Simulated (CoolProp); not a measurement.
Vapour pressure (MPa) of C3F8 (R218): the reference equation beside estimates from Tc = 71.9 °C, pc = 2.640 MPa, ω = 0.317. Clausius-Clapeyron is anchored at -5.35 °C with a constant enthalpy of vaporisation of 17.36 kJ/mol.

Values from CoolProp's reference Helmholtz-energy equation of state, Lemmon 2006. It is a short technical equation, of lower accuracy than the large ones.

| T (°C) | reference | Lee-Kesler | Clausius-Clapeyron | van der Waals | Redlich-Kwong | Soave-Redlich-Kwong | Peng-Robinson |
|---|---|---|---|---|---|---|---|
| -98.15 | 0.001884 | 0.001812 | 0.005557 | 0.08079 | 0.007257 | 0.001863 | 0.002016 |
| -74.95 | 0.01204 | 0.01174 | 0.02246 | 0.1776 | 0.03372 | 0.01191 | 0.01235 |
| -51.75 | 0.04877 | 0.04831 | 0.06773 | 0.3345 | 0.1059 | 0.04846 | 0.04900 |
| -28.55 | 0.1450 | 0.1451 | 0.1657 | 0.5645 | 0.2567 | 0.1450 | 0.1444 |
| -5.35 | 0.3470 | 0.3489 | 0.3470 | 0.8788 | 0.5217 | 0.3497 | 0.3457 |
| 17.85 | 0.7120 | 0.7158 | 0.6461 | 1.287 | 0.9348 | 0.7225 | 0.7128 |
| 41.05 | 1.308 | 1.314 | 1.098 | 1.796 | 1.527 | 1.332 | 1.318 |
| 64.25 | 2.232 | 2.240 | 1.733 | 2.413 | 2.328 | 2.255 | 2.247 |

Absolute difference from the reference over all 8 rows, mean and median: Lee-Kesler 1.2 and 0.5 %, Clausius-Clapeyron 47.8 and 19.2 %, van der Waals 839.7 and 221.3 %, Redlich-Kwong 95.3 and 63.7 %, Soave-Redlich-Kwong 1.0 and 1.1 %, Peng-Robinson 1.5 and 0.6 %.
